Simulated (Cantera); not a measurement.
An adiabatic, constant-volume homogeneous reactor starts with CH4 : O2 : N2 = 1 : 3.03 : 11.4 (molar parts), equivalence ratio 0.66, at 1700 K and 1.40 bar. Integrator tolerance rtol = 1e-08.

Computed with Cantera and GRI-Mech 3.0 (53 species, 325 reactions).

What does this change do: pressure from 1.40 bar to 1.00 bar?


```json
[
 {"quantity": "time of steepest temperature rise", "before": "0.147 ms", "after": "0.197 ms"},
 {"quantity": "temperature at 0.100 s", "before": "2828 K", "after": "2803 K"},
 {"quantity": "equilibrium temperature", "before": "2828 K", "after": "2803 K"},
 {"quantity": "x(CH4) at 0.100 s", "before": "<1e-12 (gas-phase equilibrium <1e-12)", "after": "<1e-12 (gas-phase equilibrium <1e-12)"},
 {"quantity": "x(O2) at 0.100 s", "before": "0.0595 (gas-phase equilibrium 0.0595)", "after": "0.0600 (gas-phase equilibrium 0.0600)"},
 {"quantity": "x(H2O2) at 0.100 s", "before": "5.26e-7 (gas-phase equilibrium 5.26e-7)", "after": "4.22e-7 (gas-phase equilibrium 4.22e-7)"},
 {"quantity": "x(C2H6) at 0.100 s", "before": "<1e-12 (gas-phase equilibrium <1e-12)", "after": "<1e-12 (gas-phase equilibrium <1e-12)"},
 {"quantity": "x(CH2) at 0.100 s", "before": "<1e-12 (gas-phase equilibrium <1e-12)", "after": "<1e-12 (gas-phase equilibrium <1e-12)"}
]
```

What does this change do: constant pressure in place of constant volume?


```tsv
quantity	before	after
time of steepest temperature rise	0.147 ms	0.154 ms
temperature at 0.100 s	2828 K	2682 K
equilibrium temperature	2828 K	2682 K
x(CH4) at 0.100 s	<1e-12 (gas-phase equilibrium <1e-12)	<1e-12 (gas-phase equilibrium <1e-12)
x(O2) at 0.100 s	0.0595 (gas-phase equilibrium 0.0595)	0.0605 (gas-phase equilibrium 0.0605)
x(H2O2) at 0.100 s	5.26e-7 (gas-phase equilibrium 5.26e-7)	3.29e-7 (gas-phase equilibrium 3.29e-7)
x(C2H6) at 0.100 s	<1e-12 (gas-phase equilibrium <1e-12)	<1e-12 (gas-phase equilibrium <1e-12)
x(CH2) at 0.100 s	<1e-12 (gas-phase equilibrium <1e-12)	<1e-12 (gas-phase equilibrium <1e-12)
```
